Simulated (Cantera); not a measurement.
Input: 1 mol Fe(CO)5, 0.5 mol H2, 59 mol N2, held at 1275 K and 0.00180 bar.

These are equilibrium values from Cantera (NASA tables, ideal gas, pure condensed phases), not measurements of a reactor. Candidate condensed phases: C, C6H6, C7H8, C8H18, Fe, Fe(CO)5, FeO, Fe(OH)2, Fe(OH)3, Fe2O3, Fe3O4, H2O; 140 gas species. Kinetics and transport are ignored.

Base state: N2 0.915, CO 0.0775, H2 0.00775 (mole fractions); condensed: Fe(γ).

**Question.** What changes in the equilibrium state with this change: Fe(CO)5 replaced by HgO?

**Answer.** 
```csv
species,before,after
N2,0.915,0.971
Hg,0,0.0165
H2O,1.58e-7,0.00823
CO,0.0775,0
O2,<1e-9,0.00409
NO,<1e-9,5.19e-5
H2,0.00775,1.67e-7
"Fe(γ), mol",1.000,0
```
Further candidate phases: Hg, HgO.
